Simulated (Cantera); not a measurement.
Adiabatic ignition

An adiabatic, constant-pressure homogeneous reactor starts with CH₄ : C₂H₆ : O₂ : N₂ = 1 : 0.054 : 4.47 : 16.8 (molar parts), equivalence ratio 0.49, at 1798 K and 3750 Torr.

Cantera simulation using GRI-Mech 3.0 (53 species, 325 reactions); the numbers are that mechanism's predictions, not measurements.

```json
[
 {"t (s)": "9.00e-6", "T (K)": "1844", "x CH₄": "0.0347", "x C₂H₆": "0.00107", "x O₂": "0.190", "x H₂": "0.00370", "x HCN": "2.54e-9", "x CH₃": "0.00248"},
 {"t (s)": "2.32e-5", "T (K)": "2531", "x CH₄": "<1e-12", "x C₂H₆": "<1e-12", "x O₂": "0.0994", "x H₂": "0.00349", "x HCN": "1.33e-11", "x CH₃": "<1e-12"},
 {"t (s)": "5.98e-5", "T (K)": "2664", "x CH₄": "<1e-12", "x C₂H₆": "<1e-12", "x O₂": "0.0992", "x H₂": "0.00166", "x HCN": "1.26e-11", "x CH₃": "<1e-12"},
 {"t (s)": "0.000154", "T (K)": "2666", "x CH₄": "<1e-12", "x C₂H₆": "<1e-12", "x O₂": "0.0986", "x H₂": "0.00159", "x HCN": "1.38e-11", "x CH₃": "<1e-12"},
 {"t (s)": "0.000397", "T (K)": "2663", "x CH₄": "<1e-12", "x C₂H₆": "<1e-12", "x O₂": "0.0974", "x H₂": "0.00158", "x HCN": "1.69e-11", "x CH₃": "<1e-12"},
 {"t (s)": "0.00102", "T (K)": "2655", "x CH₄": "<1e-12", "x C₂H₆": "<1e-12", "x O₂": "0.0950", "x H₂": "0.00155", "x HCN": "2.20e-11", "x CH₃": "<1e-12"},
 {"t (s)": "0.00264", "T (K)": "2645", "x CH₄": "<1e-12", "x C₂H₆": "<1e-12", "x O₂": "0.0920", "x H₂": "0.00151", "x HCN": "2.69e-11", "x CH₃": "<1e-12"},
 {"t (s)": "0.00680", "T (K)": "2641", "x CH₄": "<1e-12", "x C₂H₆": "<1e-12", "x O₂": "0.0907", "x H₂": "0.00150", "x HCN": "2.86e-11", "x CH₃": "<1e-12"},
 {"t (s)": "0.0175", "T (K)": "2641", "x CH₄": "<1e-12", "x C₂H₆": "<1e-12", "x O₂": "0.0906", "x H₂": "0.00150", "x HCN": "2.87e-11", "x CH₃": "<1e-12"},
 {"t (s)": "0.0452", "T (K)": "2641", "x CH₄": "<1e-12", "x C₂H₆": "<1e-12", "x O₂": "0.0906", "x H₂": "0.00150", "x HCN": "2.87e-11", "x CH₃": "<1e-12"},
 {"t (s)": "0.116", "T (K)": "2641", "x CH₄": "<1e-12", "x C₂H₆": "<1e-12", "x O₂": "0.0906", "x H₂": "0.00150", "x HCN": "2.87e-11", "x CH₃": "<1e-12"},
 {"t (s)": "0.300", "T (K)": "2641", "x CH₄": "<1e-12", "x C₂H₆": "<1e-12", "x O₂": "0.0906", "x H₂": "0.00150", "x HCN": "2.87e-11", "x CH₃": "<1e-12"}
]
```
x: mole fraction; the columns are a selection and need not sum to one.

```
Item                                                               Value
---------------------------------  -------------------------------------
time of steepest temperature rise                                13.4 µs
temperature at 0.300 s                                            2641 K
equilibrium temperature                                           2641 K
x(CH₄) at 0.300 s                  <1e-12 (gas-phase equilibrium <1e-12)
x(C₂H₆) at 0.300 s                 <1e-12 (gas-phase equilibrium <1e-12)
x(O₂) at 0.300 s                   0.0906 (gas-phase equilibrium 0.0906)
```
